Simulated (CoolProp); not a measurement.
Saturated liquid density (kg/m³) of isohexane: the reference equation beside estimates from Tc = 224.6 °C, pc = 3043 kPa, ω = 0.280. Rackett uses Z = 0.29056 − 0.08775 ω.

Values from CoolProp's reference Helmholtz-energy equation of state, Lemmon 2006. It is a short technical equation, of lower accuracy than the large ones.

```json
[
 {"T (°C)": "17.75", "reference": "655.1", "Rackett": "667.4", "van der Waals": "394.7", "Redlich-Kwong": "582.0", "Soave-Redlich-Kwong": "600.9", "Peng-Robinson": "677.7"},
 {"T (°C)": "39.25", "reference": "635.3", "Rackett": "646.5", "van der Waals": "383.0", "Redlich-Kwong": "561.9", "Soave-Redlich-Kwong": "582.9", "Peng-Robinson": "658.3"},
 {"T (°C)": "60.85", "reference": "614.4", "Rackett": "624.4", "van der Waals": "370.5", "Redlich-Kwong": "540.0", "Soave-Redlich-Kwong": "562.7", "Peng-Robinson": "636.5"},
 {"T (°C)": "82.35", "reference": "592.6", "Rackett": "601.2", "van der Waals": "357.1", "Redlich-Kwong": "516.2", "Soave-Redlich-Kwong": "540.2", "Peng-Robinson": "611.9"},
 {"T (°C)": "103.85", "reference": "569.1", "Rackett": "576.2", "van der Waals": "342.5", "Redlich-Kwong": "490.0", "Soave-Redlich-Kwong": "514.9", "Peng-Robinson": "583.9"},
 {"T (°C)": "125.35", "reference": "543.5", "Rackett": "549.1", "van der Waals": "326.3", "Redlich-Kwong": "461.0", "Soave-Redlich-Kwong": "486.1", "Peng-Robinson": "551.7"},
 {"T (°C)": "146.95", "reference": "514.6", "Rackett": "518.9", "van der Waals": "308.0", "Redlich-Kwong": "428.1", "Soave-Redlich-Kwong": "452.5", "Peng-Robinson": "513.6"},
 {"T (°C)": "168.45", "reference": "481.0", "Rackett": "484.4", "van der Waals": "287.0", "Redlich-Kwong": "390.2", "Soave-Redlich-Kwong": "412.8", "Peng-Robinson": "468.0"}
]
```

Absolute difference from the reference over all 8 rows, mean and median: Rackett 1.3 and 1.3 %, van der Waals 39.9 and 39.8 %, Redlich-Kwong 14.1 and 13.4 %, Soave-Redlich-Kwong 10.0 and 9.2 %, Peng-Robinson 2.6 and 3.0 %.
